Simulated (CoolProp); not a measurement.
Properties of R365MFC along the isobar 0.101 MPa (Tc = 186.9 °C, pc = 3.266 MPa, ω = 0.377).

Model: reference Helmholtz-energy equation of state, Lemmon 2016, in CoolProp.

```csv
T (°C),phase,Z,cp (kJ/(kg K)),Joule-Thomson coefficient (K/MPa)
101.55,gas,0.9773,?,?
115.45,gas,0.9801,1.158,?
129.45,gas,0.9824,1.179,11.43
143.35,gas,0.9843,?,?
157.25,gas,0.9859,1.220,8.987
171.15,gas,0.9873,1.241,?
185.05,gas,0.9885,1.262,7.449
199.05,gas,0.9896,1.283,6.892
212.95,gas,0.9905,?,6.431
226.85,gas,0.9914,1.324,?
```

### Question
Fill in the missing entries.

### Answer

- 101.55, cp (kJ/(kg K)): 1.137
- 101.55, Joule-Thomson coefficient (K/MPa): 15.27
- 115.45, Joule-Thomson coefficient (K/MPa): 13.16
- 143.35, cp (kJ/(kg K)): 1.200
- 143.35, Joule-Thomson coefficient (K/MPa): 10.07
- 171.15, Joule-Thomson coefficient (K/MPa): 8.132
- 212.95, cp (kJ/(kg K)): 1.303
- 226.85, Joule-Thomson coefficient (K/MPa): 6.037
